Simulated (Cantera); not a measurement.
**Premixed flame**

A freely propagating, adiabatic, planar premixed flame of CH4 : C2H6 : O2 : N2 = 1 : 0.29 : 2.51 : 9.55 (molar parts), equivalence ratio 1.2, unburnt at 575 K and 1.00 bar; mixture-averaged transport, grid criteria slope 0.08 and curve 0.16, no radiation.

Cantera simulation using GRI-Mech 3.0 (53 species, 325 reactions); the numbers are that mechanism's predictions, not measurements. Burning velocities carry a grid error of a few per cent, more on coarse grids.

```csv
z (mm),T (K),u (m/s),x CH4,x C2H6,x O2,x C2H2,x HCO,x O
-0.986,575,1.14,0.0748,0.0217,0.188,1.30e-8,<1e-8,<1e-8
-0.658,577,1.15,0.0744,0.0216,0.187,2.38e-7,<1e-8,<1e-8
-0.493,586,1.17,0.0737,0.0215,0.186,1.76e-6,<1e-8,<1e-8
-0.329,656,1.32,0.0699,0.0208,0.179,2.11e-5,<1e-8,3.86e-8
-0.164,1076,2.23,0.0506,0.0145,0.142,0.000260,1.30e-6,7.44e-6
-0.0822,1490,3.14,0.0294,0.00563,0.0985,0.000697,2.54e-5,0.000102
0,1861,3.97,0.00838,0.000335,0.0507,0.00107,7.21e-5,0.000634
0.0822,2030,4.34,0.000932,1.98e-6,0.0223,0.000329,3.23e-5,0.00164
0.164,2076,4.42,5.74e-5,<1e-8,0.0114,2.98e-5,3.79e-6,0.00230
0.329,2108,4.47,2.02e-7,<1e-8,0.00640,1.43e-7,1.45e-7,0.00233
0.658,2144,4.53,<1e-8,<1e-8,0.00482,<1e-8,1.04e-7,0.00192
1.32,2191,4.62,<1e-8,<1e-8,0.00356,<1e-8,7.86e-8,0.00136
2.63,2240,4.70,<1e-8,<1e-8,0.00228,<1e-8,5.44e-8,0.000823
```
x: mole fraction of selected species; z is measured from the peak of heat release.

```yaml
laminar_burning_velocity: 114 cm/s
thermal_thickness: 0.329 mm
peak x(C2H2): 0.00109
peak x(HCO): 7.22e-5
peak x(O): 0.00241
grid_points: 148
```
